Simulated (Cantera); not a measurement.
Standard-state values (1 bar) from the NASA 1993 polynomials, evaluated with Cantera. Values are per mole of reaction as written; species without (g) are pure solids or liquids, kept so even where they would boil at 1 bar.

2 H(g) + CaS ⇌ H2S(g) + Ca(g)

```csv
T (K),ΔH° (kJ),ΔS° (J/K),ΔG° (kJ),log10 K
873,?,?,?,?
923,174.0,37.0,139.8,-7.91
973,?,?,?,?
1023,171.1,34.0,136.3,-6.96
1073,?,?,?,?
```

### Question
What belongs in the gaps?

### Answer

- 873, ΔH° (kJ): 175.5
- 873, ΔS° (J/K): 38.7
- 873, ΔG° (kJ): 141.7
- 873, log10 K: -8.48
- 973, ΔH° (kJ): 172.5
- 973, ΔS° (J/K): 35.5
- 973, ΔG° (kJ): 138.0
- 973, log10 K: -7.41
- 1073, ΔH° (kJ): 169.6
- 1073, ΔS° (J/K): 32.6
- 1073, ΔG° (kJ): 134.6
- 1073, log10 K: -6.55
